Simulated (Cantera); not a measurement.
Cantera run:

```python
import numpy as np
import cantera as ct

gas_names = [...]  # 91 gases of nasa_gas.yaml made of C, Cl, H
cond_names = """
    C(gr) C6H6(L) C7H8(L) C8H18(L),n-octa
""".split()


# ... load() reads the species with a 1 bar reference pressure and builds the phases ...
atoms = {
    'CCl4': {'C': 1, 'CL': 4},
    'CH4': {'C': 1, 'H': 4},
}
top_T = {'C(gr)': 4500}  # K; cautious upper limits of use, not melting points


# ... equilibrate(T, P, feed) seeds the gas with the atoms and calls Mixture.equilibrate('TP', solver="vcs", rtol=1e-11, max_steps=5000) ...
results = []
T = 1398  # K
P = 16000  # Pa
for m in [0.022, 0.03, 0.04, 0.055, 0.074, 0.1, 0.14, 0.19, 0.25, 0.34, 0.47, 0.63, 0.86]:
    feed = {'CCl4': 1, 'CH4': m}  # mol
    mix = equilibrate(T, P, feed)
    results.append((T, P, feed, dict(zip(mix.species_names, mix.species_moles))))

top = {s: max(r[3][s] / sum(r[3][g] for g in gas_names) for r in results) for s in gas_names}
cols = sorted((s for s in top if top[s] > 0.001), key=lambda s: -top[s])[:6]
seen = [c for c in cond_names if any(r[3].get(c, 0) > 1e-12 for r in results)]
print("log10 of partial pressures in bar; condensed amounts in mol")
print(f"{'n(CH4)':>10s}" + "".join(f"{s[:9]:>10s}" for s in cols + seen))
for T, P, feed, n in results:
    ng = sum(n[g] for g in gas_names)
    print(f"{feed['CH4']:10.4g}" + "".join(f"{np.log10(max(n[s] / ng * P / 1e5, 1e-99)):10.3f}" for s in cols)
          + "".join(f"{n.get(c, 0):10.4g}" for c in seen))
```

Result:

```
log10 of partial pressures in bar; condensed amounts in mol
    n(CH4)       HCL       CL2        CL     C(gr)
     0.022    -2.176    -0.845    -1.976     1.022
      0.03    -2.045    -0.852    -1.979      1.03
      0.04    -1.924    -0.861    -1.984      1.04
     0.055    -1.792    -0.874    -1.990     1.055
     0.074    -1.670    -0.891    -1.998     1.074
       0.1    -1.550    -0.914    -2.010       1.1
      0.14    -1.419    -0.949    -2.027      1.14
      0.19    -1.304    -0.994    -2.050      1.19
      0.25    -1.205    -1.049    -2.078      1.25
      0.34    -1.101    -1.136    -2.121      1.34
      0.47    -0.999    -1.273    -2.190      1.47
      0.63    -0.915    -1.479    -2.292      1.63
      0.86    -0.834    -1.979    -2.542      1.86
```

Equilibrium computed with Cantera from the NASA thermochemical tables; the gas is ideal and each condensed phase is pure.
